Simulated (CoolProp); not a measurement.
Saturated liquid density (kg/m³) of CF4 (R14): the reference equation beside estimates from Tc = -45.8 °C, pc = 3.762 MPa, ω = 0.178. Rackett uses Z = 0.29056 − 0.08775 ω.

The numbers come from the reference Helmholtz-energy equation of state, Platzer 1990 in CoolProp. This equation is an older, rougher fit; its heat capacities, sound speeds and derivatives of the liquid may be far off and weren't checked against measurements.

```csv
T (°C),reference,Rackett,van der Waals,Redlich-Kwong,Soave-Redlich-Kwong,Peng-Robinson
-121.45,1567,1636,1027,1498,1533,1735
-118.75,1553,1620,1018,1481,1517,1717
-116.15,1538,1605,1008,1464,1501,1699
-113.55,1523,1589,998.0,1446,1484,1681
-110.85,1507,1572,987.5,1428,1466,1661
-108.25,1492,1556,977.1,1409,1448,1641
-105.55,1476,1538,966.1,1390,1429,1620
-102.95,1460,1521,955.3,1370,1411,1599
-100.25,1443,1503,943.7,1349,1390,1577
-97.65,1426,1486,932.3,1329,1370,1554
-95.05,1409,1467,920.5,1308,1349,1531
-92.35,1391,1448,907.9,1285,1327,1506
-89.75,1373,1429,895.4,1263,1305,1480
-87.05,1354,1408,882.0,1238,1280,1453
```

Absolute difference from the reference over all 14 rows, mean and median: Rackett 4.2 and 4.2 %, van der Waals 34.6 and 34.6 %, Redlich-Kwong 6.2 and 6.0 %, Soave-Redlich-Kwong 3.5 and 3.3 %, Peng-Robinson 9.4 and 9.6 %.
